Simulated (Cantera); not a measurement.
Si + HBr + N2 (silicon etching in halogen gases)

Charge: 1 mol Si, 22 mol HBr, 5.9 mol N2, equilibrated at 1.40 Pa.

Method: chemical equilibrium by Gibbs-energy minimisation in Cantera with the NASA 1993 tables (ideal gas, pure condensed phases). Candidate condensed phases: Br2, Si, Si3N4; 28 gas species. The tables' values for SiBr3, SiBr are old estimates; treat these amounts as uncertain. Equilibrium is a limit: real reactors are often held back by kinetics, nucleation or transport.

| T (K) | x HBr | x Br | x H2 | x N2 | x SiBr4 | x SiBr2 |
|---|---|---|---|---|---|---|
| 900 | 0.669 | 0.000331 | 0.0744 | 0.219 | 0.0371 | 3.02e-5 |
| 1000 | 0.668 | 0.00252 | 0.0740 | 0.219 | 0.0354 | 0.00121 |
| 1100 | 0.669 | 0.0142 | 0.0656 | 0.215 | 0.0214 | 0.0135 |
| 1200 | 0.638 | 0.0541 | 0.0662 | 0.207 | 0.00349 | 0.0303 |
| 1300 | 0.546 | 0.125 | 0.0965 | 0.198 | 0.000229 | 0.0330 |
| 1400 | 0.419 | 0.219 | 0.141 | 0.188 | 1.45e-5 | 0.0317 |
| 1500 | 0.288 | 0.315 | 0.187 | 0.178 | 1.02e-6 | 0.0299 |
| 1600 | 0.181 | 0.394 | 0.221 | 0.169 | 7.97e-8 | 0.0273 |
x: gas mole fraction; nothing condenses.

From 900 K to 1600 K nothing is condensed. The main Si-bearing gas is SiBr4 at 900 K and SiBr2 at 1600 K.
